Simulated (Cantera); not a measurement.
An isothermal, constant-pressure homogeneous reactor starts with NO : N2 = 1 : 16 (molar parts), at 1825 K and 0.133 bar. Integrator tolerance rtol = 1e-08.

Computed with Cantera and GRI-Mech 3.0 (53 species, 325 reactions).

```
quantity                                           before                                    after
----------------  ---------------------------------------  ---------------------------------------
x(NO) at 10.0 s    0.0547 (gas-phase equilibrium 0.00185)  0.0586 (gas-phase equilibrium 0.000713)
x(O2) at 10.0 s    0.00202 (gas-phase equilibrium 0.0284)  0.000106 (gas-phase equilibrium 0.0291)
x(N2) at 10.0 s       0.943 (gas-phase equilibrium 0.970)      0.941 (gas-phase equilibrium 0.970)
x(O) at 10.0 s    2.26e-5 (gas-phase equilibrium 7.14e-5)  6.81e-7 (gas-phase equilibrium 4.91e-6)
x(NO2) at 10.0 s  5.29e-6 (gas-phase equilibrium 5.92e-7)  4.41e-6 (gas-phase equilibrium 4.18e-7)
x(N2O) at 10.0 s  1.24e-6 (gas-phase equilibrium 4.30e-8)  1.18e-6 (gas-phase equilibrium 1.74e-8)
```

### Question
Which change was made?
A. temperature 1825 to 1923 K
B. temperature 1825 to 1573 K
C. N2 16 to 11 parts
D. temperature 1825 to 1625 K

### Answer
B, temperature 1825 to 1573 K
